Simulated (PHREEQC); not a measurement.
Make-up at 25 °C: 14 mmol/kgw HNO3, 0.21 mmol/kgw NaCl and 0.049 mmol/kgw MgCl2. Closed to the air; pH follows from the charge balance.

All values are PHREEQC results (ion-association model, phreeqc.dat), not measurements.

Q: The ionic strength comes out as 0.0144 mol/kgw. What activity coefficients do H+, Cl-, NO3-, Mg+2, Na+ get?

A: H+ 0.90, Cl- 0.89, NO3- 0.88, Mg+2 0.63, Na+ 0.89.

This is a speciation only: nothing precipitates in the calculation.
